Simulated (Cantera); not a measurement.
A closed system holds: 1 mol FeS2, 1.6 mol SO3, 1.2 mol O2, 0.063 mol H2S, at 10.0 mbar.

These are equilibrium values from Cantera (NASA tables, ideal gas, pure condensed phases), not measurements of a reactor. Candidate condensed phases: Fe, FeO, Fe(OH)2, Fe(OH)3, FeS, FeSO4, FeS2, Fe2O3, Fe2(SO4)3, Fe3O4, H2O, H2SO4, S; 22 gas species. The tables' stoichiometric FeO is somewhat more stable than real wüstite, so its field is too wide. FeO: taken at fixed stoichiometry. Rates play no part.

Question: Which condensed phases are stable at each of these points (T (K)): 1300, 1400, 1500, 1600, 1700, 1800, 1900?

Answer: 
```tsv
T (K)	condensed phases	Fe condensed (%)
1300	FeO(s)	100.0
1400	FeO(s)	100.0
1500	FeO(s)	100.0
1600	FeO(s)	100.0
1700	FeO(l)	100.0
1800	FeO(l)	99.9
1900	FeO(l)	99.5
```

From 1300 K to 1600 K the condensed part is FeO(s). From 1700 K to 1900 K the condensed part is FeO(l).
